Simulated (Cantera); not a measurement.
Feed: 1 mol SiHCl3, 0.19 mol Cl2, 320 mol H2, held at 1.90 bar.

Method: chemical equilibrium by Gibbs-energy minimisation in Cantera with the NASA 1993 tables (ideal gas, pure condensed phases). Candidate condensed phases: Si; 19 gas species. Rates play no part.

Problem. What share of the Si ends up in condensed phases as a function of T (°C), at 677, 777, 877, 977, 1077, 1177, 1277, 1377?

Solution. 
| T (°C) | Si condensed (%) | as |
|---|---|---|
| 677 | 10.1 | Si(s) |
| 777 | 31.1 | Si(s) |
| 877 | 57.5 | Si(s) |
| 977 | 77.5 | Si(s) |
| 1077 | 85.7 | Si(s) |
| 1177 | 88.0 | Si(s) |
| 1277 | 88.3 | Si(s) |
| 1377 | 87.9 | Si(s) |
